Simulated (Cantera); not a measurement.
Source: NASA polynomial tables (part measured, part estimated), evaluated in Cantera. Values are per mole of reaction as written; species without (g) are pure solids or liquids, kept so even where they would boil at 1 bar. TaC: taken at fixed stoichiometry.

Question: Between 975 and 1425 K, where is each reaction favourable under standard conditions?
- 3 TaO2(g) + 2 C2H5OH(g) ⇌ 4 H2O2(g) + CH4(g) + 3 TaC

Answer: 
- 3 TaO2(g) + 2 C2H5OH(g) ⇌ 4 H2O2(g) + CH4(g) + 3 TaC: ΔG° is 147 kJ at 975 K and 193 kJ at 1425 K; it stays positive (K < 1). ΔH° is 55 kJ and ΔS° -97 J/K at 1425 K.
